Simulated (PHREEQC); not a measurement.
Dissolve 0.0082 mol/kgw HF, 0.02 mol/kgw NH4F and 0.0015 mol/kgw H4SiO4 at 25 °C. Closed to the air; pH follows from the charge balance.

Model: ion-association model, phreeqc.dat, run in PHREEQC.

Precipitation was switched off in this run.

Question: What pH does the model give?

Answer: pH 4.04.

Question: In which forms is F present?

Answer: F- 60 %, SiF6-2 32 %, HF 7.0 %, HF2- 0.9 % of the F.

SiF6-2 is the database's only silicon fluoride.
